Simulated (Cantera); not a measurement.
A closed system holds: 1 mol SiH4, 4.1 mol CO2, 18 mol N2, 0.19 mol H2O, equilibrated at 648.15 K and 100 Torr.

These are equilibrium values from Cantera (NASA tables, ideal gas, pure condensed phases), not measurements of a reactor. Candidate condensed phases: C, C6H6, C7H8, C8H18, H2O, Si, SiC, SiO2, Si2N2O, Si3N4; 151 gas species. The numbers say what is thermodynamically allowed, not how fast it happens.

Base state: N2 0.792, CO2 0.111, H2O 0.0542, H2 0.0339, CO 0.00438, CH4 0.00416, NH3 1.42e-5 (mole fractions); condensed: C(graphite) + SiO2(α-quartz).

### Question
What changes in the equilibrium state with this change: temperature from 648.15 K to 998.15 K?

### Answer
```csv
species,before,after
N2,0.792,0.741
CO,0.00438,0.102
CO2,0.111,0.0664
H2O,0.0542,0.0279
H2,0.0339,0.0623
CH4,0.00416,6.25e-7
NH3,1.42e-5,1.05e-6
"C(graphite), mol",1.38,0
"SiO2(α-quartz), mol",1.00,0
"SiO2(β-quartz), mol",0,1.00
```

### Question
What changes in the equilibrium state with this change: pressure from 100 Torr to 7.50 Torr?

### Answer
| species | before | after |
|---|---|---|
| N2 | 0.792 | 0.775 |
| CO2 | 0.111 | 0.115 |
| H2 | 0.0339 | 0.0637 |
| H2O | 0.0542 | 0.0284 |
| CO | 0.00438 | 0.0163 |
| NH3 | 1.42e-5 | 2.73e-6 |
| CH4 | 0.00416 | 0.00110 |
| C(graphite), mol | 1.38 | 1.02 |
| SiO2(α-quartz), mol | 1.00 | 1.00 |
